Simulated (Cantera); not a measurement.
Input: 1 mol BN, 2.9 mol NF₃, held at 700 K and 1330 Pa.

These are equilibrium values from Cantera (NASA tables, ideal gas, pure condensed phases), not measurements of a reactor. Candidate condensed phases: B, BN; 13 gas species. The numbers say what is thermodynamically allowed, not how fast it happens.

Base state: N₂ 0.293, NF₃ 0.260, F₂ 0.225, BF₃ 0.217, F 0.00592 (mole fractions); condensed: gas only.

**Question.** What changes in the equilibrium state with this change: temperature from 700 K to 1175 K?

**Answer.** 
```csv
species,before,after
F,0.00592,0.622
N₂,0.293,0.232
BF₃,0.217,0.119
NF₃,0.260,1.21e-6
F₂,0.225,0.0277
```
